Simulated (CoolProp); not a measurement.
A Linde-Hampson liquefier for ethylene: isothermal reversible compression at 320 K from 1 atm to 10 MPa, throttling to 1 atm, return gas leaving the recuperator 5 K below the feed. Each further row changes one setting.

Model: reference Helmholtz-energy equation of state, Smukala 2000, in CoolProp.

```json
[
 {"case": "as stated", "liquid yield per pass": "[?]", "compression work (kJ/kg of gas)": "386"},
 {"case": "high pressure 20 MPa", "liquid yield per pass": "[?]", "compression work (kJ/kg of gas)": "418"},
 {"case": "warm-end temperature 350 K", "liquid yield per pass": "0.191", "compression work (kJ/kg of gas)": "[?]"},
 {"case": "warm-end gap 10 K", "liquid yield per pass": "[?]", "compression work (kJ/kg of gas)": "386"}
]
```

Q: Complete the blanks.

A: 
- as stated, liquid yield per pass: 0.312
- high pressure 20 MPa, liquid yield per pass: 0.410
- warm-end temperature 350 K, compression work (kJ/kg of gas): 440
- warm-end gap 10 K, liquid yield per pass: 0.304
